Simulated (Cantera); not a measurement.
Feed: 1 mol SiH2Cl2, 0.57 mol N2, 63 mol H2, held at 1175 K and 35.3 Torr.

Cantera equilibrium calculation (NASA polynomials, part measured and part estimated; ideal gas, pure solids and liquids). Candidate condensed phases: NH4Cl, Si, Si3N4; 28 gas species. N2 is the only nitrogen source here; it is nearly inert below about 1500 K, so the nitride shown seldom forms there in practice. The tables' values for SiCl3 are old estimates; treat these amounts as uncertain. Rates play no part.

Problem. What is the equilibrium state?

Solution. 
```json
{
  "x(H2)": "0.973",
  "x(HCl)": "0.0248",
  "x(SiCl2)": "0.00111",
  "x(SiCl4)": "0.000441",
  "x(SiHCl3)": "0.000408",
  "x(SiCl3)": "0.000224",
  "x(SiH2Cl2)": "4.83e-5",
  "x(SiH3Cl)": "1.56e-6",
  "n(Si3N4(s))": "0.285 mol",
  "gas_amount": "64.93 mol",
  "log10 activity of Si(s) (absent)": "-0.11"
}
```
